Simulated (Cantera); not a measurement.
Halide evaporation, hydrolysis and transport: MgCl₂ + H₂ + N₂

Charge: 1 mol MgCl₂, 48 mol H₂, a varied amount of N₂, at 2123.15 K and 0.133 bar.

Equilibrium computed with Cantera from the NASA thermochemical tables; the gas is ideal and each condensed phase is pure. Candidate condensed phases: Mg, MgCl₂, NH₄Cl; 18 gas species. The tables' values for MgH are old estimates; treat these amounts as uncertain. Kinetics and transport are ignored.

```
n(N₂) (mol)   x N₂   x H₂    x HCl     x Mg      x H
-----------  -----  -----  -------  -------  -------
8.3          0.142  0.804   0.0276   0.0136  0.00882
13           0.206  0.744   0.0258   0.0127  0.00848
20           0.285  0.669   0.0235   0.0116  0.00804
30           0.374  0.585   0.0209   0.0103  0.00752
46           0.478  0.487   0.0177  0.00879  0.00686
70           0.582  0.389   0.0145  0.00720  0.00613
110          0.686  0.291   0.0111  0.00554  0.00531
160          0.760  0.221  0.00861  0.00431  0.00463
250          0.832  0.155  0.00614  0.00309  0.00387
380          0.882  0.108  0.00434  0.00219  0.00323
```
x: gas mole fraction; nothing condenses.

From 8.3 mol N₂ to 380 mol N₂ nothing is condensed. The main Mg-bearing gas is Mg throughout.
